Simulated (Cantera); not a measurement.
A closed system holds: 1 mol TiO2, 0.022 mol HCl, held at 0.180 bar.

These are equilibrium values from Cantera (NASA tables, ideal gas, pure condensed phases), not measurements of a reactor. Candidate condensed phases: H2O, Ti, TiCl2, TiCl3, TiCl4, TiO, TiO2, Ti2O3, Ti3O5, Ti4O7; 23 gas species. Equilibrium is a limit: real reactors are often held back by kinetics, nucleation or transport.

Question: At 1573 K, list the 5 most abundant gas species with their mole fractions, and the condensed phases.

Answer: HCl 0.987, H2O 0.00641, TiCl4 0.00308, Cl 0.00222, H2 0.00115. Condensed: TiO2(rutile).
